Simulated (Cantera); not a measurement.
Ammonia decomposition in nitride growth gas

A perfectly stirred reactor is fed with NH3 : N2 = 1 : 1.1 (molar parts), at 82.5 Torr; it is held at 2248 K, and followed from long to short residence time.

Computed with Cantera and the gas-phase N/H chemistry of the illustrative SiF4/NH3 mechanism in the Surface Chemkin manual (1991). Walls and surfaces, which speed up NH3 decomposition in real reactors, are not modelled.

| τ (s) | x NH3 | x H | x N | x N2H2 | x NH |
|---|---|---|---|---|---|
| 0.79 | 0.0120 | 0.00242 | 6.06e-6 | 1.61e-7 | 2.28e-5 |
| 0.39 | 0.0264 | 0.00178 | 5.67e-6 | 3.53e-7 | 2.84e-5 |
| 0.20 | 0.0506 | 0.00136 | 5.51e-6 | 7.06e-7 | 3.48e-5 |
| 0.098 | 0.0936 | 0.00101 | 5.36e-6 | 1.40e-6 | 4.23e-5 |
| 0.049 | 0.156 | 0.000723 | 5.11e-6 | 2.51e-6 | 4.92e-5 |
| 0.025 | 0.232 | 0.000495 | 4.66e-6 | 4.01e-6 | 5.42e-5 |
| 0.012 | 0.316 | 0.000305 | 3.88e-6 | 5.86e-6 | 5.60e-5 |
| 0.0061 | 0.379 | 0.000184 | 2.88e-6 | 7.33e-6 | 5.36e-5 |
| 0.0031 | 0.422 | 0.000107 | 1.82e-6 | 8.23e-6 | 4.79e-5 |
x: mole fraction; the columns are a selection and need not sum to one.
